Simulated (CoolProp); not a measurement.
Properties of nitrous oxide along the isobar 101 kPa.

Values from CoolProp's reference Helmholtz-energy equation of state, Lemmon 2006. It is a short technical equation, of lower accuracy than the large ones.

| T (°C) | phase | cp (kJ/(kg K)) | cv (kJ/(kg K)) | speed of sound (m/s) | isothermal compressibility (1/MPa) |
|---|---|---|---|---|---|
| -69.45 | gas | 0.7973 | 0.5917 | 223.5 | 10.09 |
| -60.15 | gas | 0.8024 | 0.5997 | 228.3 | 10.06 |
| -50.85 | gas | 0.8096 | 0.6090 | 233.0 | 10.04 |
| -41.55 | gas | 0.8178 | 0.6189 | 237.5 | 10.02 |
| -32.25 | gas | 0.8267 | 0.6291 | … | 10.01 |
| -22.95 | gas | 0.8358 | 0.6392 | 246.2 | 9.996 |
| -13.65 | gas | 0.8451 | 0.6494 | 250.4 | 9.986 |
| -4.35 | gas | … | 0.6594 | 254.6 | 9.977 |
| 4.95 | gas | 0.8636 | 0.6692 | 258.6 | 9.969 |
| 14.25 | gas | 0.8727 | 0.6788 | 262.6 | 9.962 |
| 23.55 | gas | 0.8817 | 0.6883 | 266.5 | 9.956 |
| 32.85 | gas | 0.8906 | 0.6975 | 270.3 | 9.951 |
| 42.15 | gas | 0.8993 | … | 274.1 | 9.946 |

Problem. What belongs in the gaps?

Solution. 
- -32.25, speed of sound (m/s): 241.9
- -4.35, cp (kJ/(kg K)): 0.8544
- 42.15, cv (kJ/(kg K)): 0.7065
